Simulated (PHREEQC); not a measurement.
## Alkaline etch or developer: speciation

Solution (25 °C): 0.028 mol NaOH and 2.2e-05 mol NaAlO2 per kg of water. Closed to the air; pH follows from the charge balance.

Model: ion-association model, phreeqc.dat, run in PHREEQC.

Precipitation was switched off in this run.

### Question
Predict the pH, specific conductance.

### Answer
pH 12.37; specific conductance 6220 µS/cm.

Species that the database lacks are ignored.
